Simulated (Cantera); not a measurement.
## Reactions in the system N-O-Zr

Standard-state values (1 bar) from the NASA 1993 polynomials, evaluated with Cantera. Values are per mole of reaction as written; species without (g) are pure solids or liquids, kept so even where they would boil at 1 bar. ZrN: taken at fixed stoichiometry.

ZrN + NO₂(g) = Zr + 2 NO(g)

```csv
T (K),ΔH° (kJ),ΔS° (J/K),ΔG° (kJ),log10 K
1773,506.8,175.8,195.1,-5.75
1798,506.5,175.6,190.7,-5.54
1823,506.2,175.5,186.3,-5.34
1848,505.9,175.3,181.9,-5.14
1873,505.6,175.2,177.6,-4.95
1898,505.4,175.0,173.2,-4.77
1923,505.1,174.9,168.8,-4.59
1948,504.8,174.7,164.4,-4.41
1973,504.5,174.6,160.1,-4.24
```

3 NO(g) + 3 Zr = O₃(g) + 3 ZrN

```
T (K)  ΔH° (kJ)  ΔS° (J/K)  ΔG° (kJ)  log10 K
-----  --------  ---------  --------  -------
1773    -1205.4     -369.3    -550.6    16.22
1798    -1204.5     -368.8    -541.3    15.73
1823    -1203.7     -368.4    -532.1    15.25
1848    -1202.8     -367.9    -522.9    14.78
1873    -1201.9     -367.4    -513.7    14.33
1898    -1201.0     -366.9    -504.6    13.89
1923    -1200.1     -366.5    -495.4    13.46
1948    -1199.2     -366.0    -486.2    13.04
1973    -1198.3     -365.5    -477.1    12.63
```
